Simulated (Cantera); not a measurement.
Charge: 1 mol Si, 1.6 mol HBr, 11 mol N₂, at 1.80 mbar.

Method: chemical equilibrium by Gibbs-energy minimisation in Cantera with the NASA 1993 tables (ideal gas, pure condensed phases). Candidate condensed phases: Br₂, Si, Si₃N₄; 28 gas species. N₂ is the only nitrogen source here; it is nearly inert below about 1500 K, so the nitride shown seldom forms there in practice. The tables' values for SiBr₃ are old estimates; treat these amounts as uncertain. Equilibrium is a limit: real reactors are often held back by kinetics, nucleation or transport. All values below are at 1398 K.

Base state: N₂ 0.864, HBr 0.0865, H₂ 0.0227, SiBr₂ 0.0167, Br 0.00974, SiBr₃ 0.000404, SiBr₄ 0.000269, H 1.68e-5 (mole fractions); condensed: Si₃N₄(s).

What changes in the equilibrium state with this change: HBr from 1.6 to 27 mol?


```tsv
species	before	after
HBr	0.0865	0.591
N₂	0.864	0.285
H₂	0.0227	0.0543
Br	0.00974	0.0430
SiBr₂	0.0167	0.0182
SiBr₄	0.000269	0.00573
Br₂	6.10e-6	0.000119
Si₃N₄(s), mol	0.263	0
```

What changes in the equilibrium state with this change: N₂ from 11 to 3.7 mol?


| species | before | after |
|---|---|---|
| N₂ | 0.864 | 0.663 |
| HBr | 0.0865 | 0.213 |
| H₂ | 0.0227 | 0.0595 |
| SiBr₂ | 0.0167 | 0.0461 |
| Br | 0.00974 | 0.0148 |
| SiHBr₃ | 3.06e-6 | 2.08e-5 |
| SiBr₄ | 0.000269 | 0.00172 |
| Si₃N₄(s), mol | 0.263 | 0.254 |
